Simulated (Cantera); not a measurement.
# Hydrocarbon pyrolysis for carbon deposition

A perfectly stirred reactor is fed with 45.5 % C₂H₆, 54.5 % N₂, at 1.95 Torr; it is held at 1850 K, and followed from long to short residence time.

Cantera simulation using GRI-Mech 3.0 (53 species, 325 reactions); the numbers are that mechanism's predictions, not measurements. GRI-Mech 3.0 stops at C3 and has no aromatics, soot or wall deposition, so with more carbon than oxygen in the feed, carbon stays in small species such as C2H2 where larger ones or solid carbon would form. Radical loss at walls, strong at low pressure, is not modelled.

| τ (s) | x C₂H₆ | x CH₃ | x CH₂ | x H₂ | x C₂H₂ |
|---|---|---|---|---|---|
| 13 | 7.55e-6 | 0.00104 | 8.00e-6 | 0.466 | 0.235 |
| 4.7 | 2.17e-5 | 0.00178 | 1.17e-5 | 0.460 | 0.234 |
| 1.7 | 6.05e-5 | 0.00305 | 1.74e-5 | 0.451 | 0.231 |
| 0.59 | 0.000172 | 0.00533 | 2.60e-5 | 0.437 | 0.226 |
| 0.21 | 0.000474 | 0.00918 | 3.79e-5 | 0.415 | 0.219 |
| 0.073 | 0.00133 | 0.0159 | 5.52e-5 | 0.384 | 0.207 |
| 0.026 | 0.00364 | 0.0267 | 7.94e-5 | 0.342 | 0.187 |
| 0.0090 | 0.0103 | 0.0445 | 0.000116 | 0.287 | 0.156 |
| 0.0032 | 0.0287 | 0.0704 | 0.000165 | 0.224 | 0.109 |
| 0.0011 | 0.0796 | 0.102 | 0.000219 | 0.153 | 0.0517 |
x: mole fraction; the columns are a selection and need not sum to one.
